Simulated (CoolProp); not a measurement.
Methane at 276.98 K and 10.8 MPa is throttled through a valve to 7.36 MPa with no heat exchange. Each further row changes one setting.

The numbers come from the reference Helmholtz-energy equation of state, Setzmann 1991 in CoolProp.

| case | temperature change (K) | final phase | final density (kg/m³) |
|---|---|---|---|
| as stated | -14.2 | supercritical | 67.2 |
| outlet pressure 2.21 MPa | -44.6 | gas | 20.2 |
| outlet pressure 9.57 MPa | -4.6 | supercritical | 85.9 |
